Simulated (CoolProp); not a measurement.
Vapour-liquid equilibrium of dimethyl carbonate (1) + n-heptane (2) at 0.472 bar; x and y are mole fractions of (1).

Model: multi-fluid Helmholtz-energy mixture model, Zhou 2011 and Span 2003; pair parameters Bell 2016, in CoolProp.

| x | bubble temperature (°C) | y at the bubble point | dew temperature at overall composition x (°C) | liquid density (mol/L) |
|---|---|---|---|---|
| 0.05 | 69.6 | 0.189 | 73.2 | 6.527 |
| 0.2 | 62.6 | 0.443 | 69.3 | 7.035 |
| 0.35 | 60.3 | 0.534 | 65.2 | 7.578 |
| 0.5 | 59.7 | 0.574 | 61.1 | 8.200 |
| 0.65 | 59.7 | 0.602 | 60.3 | 8.934 |
| 0.8 | 60.3 | 0.653 | 63.4 | 9.806 |
| 0.95 | 64.2 | 0.834 | 66.8 | 10.81 |

y crosses x between x = 0.5 and 0.65: the model has an azeotrope there.

The pair parameters rest on a limited set of measurements; away from them the model extrapolates.
